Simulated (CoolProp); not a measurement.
Model: reference Helmholtz-energy equation of state, Pan 2012, in CoolProp.

Task: For R236FA, give the phase and the cv (kJ/(kg K)), expansivity (1/kK), Prandtl number, fugacity coefficient at 335.7 K and 4.43 MPa.

Result: 
- 335.7 K and 4.43 MPa: liquid; cv 0.914, expansivity 3.03, Prandtl number 3.95, fugacity coefficient 0.180

Viscosity comes from a separate model (Huber 2003), an estimate that may be off by 10 % or more. Thermal conductivity comes from a separate model (Huber 2003), an estimate that may be off by 10 % or more.
